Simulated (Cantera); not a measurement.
## Hydrocarbon pyrolysis for carbon deposition

An isothermal, constant-pressure homogeneous reactor starts with 1.56 % C₂H₄, 98.4 % H₂, at 1375 K and 55.5 Torr.

Computed with Cantera and GRI-Mech 3.0 (53 species, 325 reactions). GRI-Mech 3.0 was tuned for natural gas; its chemistry of ethylene as a main component is partial and can be far from experiment. GRI-Mech 3.0 stops at C3 and has no aromatics, soot or wall deposition, so with more carbon than oxygen in the feed, carbon stays in small species such as C2H2 where larger ones or solid carbon would form.

```csv
t (s),x C₂H₄,x H₂,x H,x C₂H₆,x CH₃,x C₂H,x CH₄
0.000300,0.0156,0.984,2.02e-9,1.18e-10,<1e-12,<1e-12,<1e-12
0.000850,0.0156,0.984,5.77e-9,4.90e-10,<1e-12,<1e-12,8.28e-12
0.00241,0.0156,0.984,1.65e-8,2.56e-9,2.59e-12,<1e-12,1.16e-10
0.00682,0.0156,0.984,4.84e-8,1.64e-8,1.67e-11,<1e-12,1.97e-9
0.0193,0.0155,0.984,1.70e-7,1.23e-7,1.26e-10,<1e-12,3.99e-8
0.0548,0.0152,0.984,1.45e-6,1.56e-6,1.69e-9,<1e-12,1.18e-6
0.155,0.0117,0.984,2.21e-5,1.53e-5,6.68e-8,6.90e-11,8.23e-5
0.440,0.00352,0.984,2.35e-5,4.69e-6,1.68e-7,2.26e-10,0.000333
1.25,0.00115,0.984,2.30e-5,1.48e-6,2.41e-7,2.65e-10,0.000510
3.53,0.00110,0.984,2.25e-5,1.40e-6,3.81e-7,2.57e-10,0.000831
10.0,0.00107,0.984,2.13e-5,1.35e-6,7.28e-7,2.36e-10,0.00168
```
x: mole fraction; the columns are a selection and need not sum to one.

Equilibrium at this temperature and pressure: C₂H₄ 0.000438, H₂ 0.975, H 1.25e-5, C₂H₆ 7.72e-7, CH₃ 4.99e-6, C₂H 5.71e-11, CH₄ 0.0195 (gas phase only).
